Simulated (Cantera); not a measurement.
Feed: 1 mol Si₂Cl₆, 17 mol N₂, 0.36 mol H₂, held at 51.0 Pa.

Equilibrium computed with Cantera from the NASA thermochemical tables; the gas is ideal and each condensed phase is pure. Candidate condensed phases: NH₄Cl, Si, Si₃N₄; 28 gas species. The feed counts by its element totals alone. N₂ is the only nitrogen source here; it is nearly inert below about 1500 K, so the nitride shown seldom forms there in practice. The tables' values for SiCl₃ are old estimates; treat these amounts as uncertain. Kinetics and transport are ignored.

x: gas mole fraction; n: condensed amount in mol.

```
T (°C)   x N₂  x SiCl₄  x SiCl₂   x HCl  x SiCl₃      x Cl  n Si₃N₄(s)
------  -----  -------  -------  ------  -------  --------  ----------
900     0.888   0.0648  0.00429  0.0372  0.00531   6.63e-6           ?
950     0.883   0.0566   0.0130  0.0368  0.00959   1.66e-5           ?
1000    0.874   0.0417   0.0328  0.0361   0.0145   3.71e-5           ?
1050    0.863   0.0249   0.0601  0.0351   0.0165   7.86e-5           0
1100    0.862   0.0238   0.0600  0.0359   0.0176  0.000260           0
1150    0.862   0.0229   0.0599  0.0362   0.0186  0.000788           0
1200    0.860   0.0216   0.0601  0.0363   0.0195   0.00219           0
```

Question: What belongs in the gaps?

Answer: 
- 900, n Si₃N₄(s): 0.203
- 950, n Si₃N₄(s): 0.169
- 1000, n Si₃N₄(s): 0.0961
